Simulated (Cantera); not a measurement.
A closed system holds: 1 mol SiCl₄, 1.8 mol H₂, held at 648.15 K and 0.310 bar.

Method: chemical equilibrium by Gibbs-energy minimisation in Cantera with the NASA 1993 tables (ideal gas, pure condensed phases). Candidate condensed phases: Si; 19 gas species. Rates play no part.

Base state: H₂ 0.639, SiCl₄ 0.353, HCl 0.00420, SiHCl₃ 0.00420 (mole fractions); condensed: gas only.

What changes in the equilibrium state with this change: temperature from 648.15 K to 923.15 K?


| species | before | after |
|---|---|---|
| H₂ | 0.639 | 0.616 |
| SiCl₄ | 0.353 | 0.330 |
| HCl | 0.00420 | 0.0273 |
| SiHCl₃ | 0.00420 | 0.0265 |
| SiCl₂ | <1e-9 | 1.59e-5 |
| SiCl₃ | 1.48e-7 | 0.000362 |
| SiH₂Cl₂ | 2.88e-6 | 0.000209 |
The tables' values for SiCl₃ are old estimates; treat these amounts as uncertain.
